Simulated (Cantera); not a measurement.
Source: NASA polynomial tables (part measured, part estimated), evaluated in Cantera. Values are per mole of reaction as written; species without (g) are pure solids or liquids, kept so even where they would boil at 1 bar.

6 Cl(g) + 3 Li₂O = 6 LiCl + O₃(g)

```
T (K)  ΔH° (kJ)  ΔS° (J/K)  ΔG° (kJ)  log10 K  condensed phases
-----  --------  ---------  --------  -------  ----------------
525     -1233.7     -495.6    -973.5    96.86  Li₂O(s), LiCl(s)
725           ?          ?         ?        ?  Li₂O(s), LiCl(s)
925           ?          ?         ?        ?  Li₂O(s), LiCl(l)
1125    -1093.3     -333.4    -718.2    33.35  Li₂O(s), LiCl(l)
1325    -1089.3     -330.1    -652.0    25.70  Li₂O(s), LiCl(l)
1525    -1089.2     -330.0    -586.0    20.07  Li₂O(s), LiCl(l)
1725          ?          ?         ?        ?  Li₂O(s), LiCl(l)
```

### Question
Some entries are withheld; supply them.

### Answer

- 725, ΔH° (kJ): -1228.4
- 725, ΔS° (J/K): -487.1
- 725, ΔG° (kJ): -875.3
- 725, log10 K: 63.06
- 925, ΔH° (kJ): -1101.1
- 925, ΔS° (J/K): -342.3
- 925, ΔG° (kJ): -784.4
- 925, log10 K: 44.30
- 1725, ΔH° (kJ): -1092.0
- 1725, ΔS° (J/K): -331.7
- 1725, ΔG° (kJ): -519.9
- 1725, log10 K: 15.74
